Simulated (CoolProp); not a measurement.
Vapour-liquid equilibrium of ethylene (1) + isobutane (2) at 203.6 K; x and y are mole fractions of (1).

Model: multi-fluid Helmholtz-energy mixture model, Smukala 2000 and Bücker 2006; pair parameters Bell 2016, in CoolProp.

**Question.** Give the bubble pressure and the first vapour's composition at x = 0.05, 0.725, 0.875. Is there an azeotrope?

**Answer.** x = 0.05: 0.02570 MPa, y = 0.815; x = 0.725: 0.3701 MPa, y = 0.996; x = 0.875: 0.4545 MPa, y = 0.998. No azeotrope shows between x = 0.05 and 0.95.

The pair parameters rest on a limited set of measurements; away from them the model extrapolates.
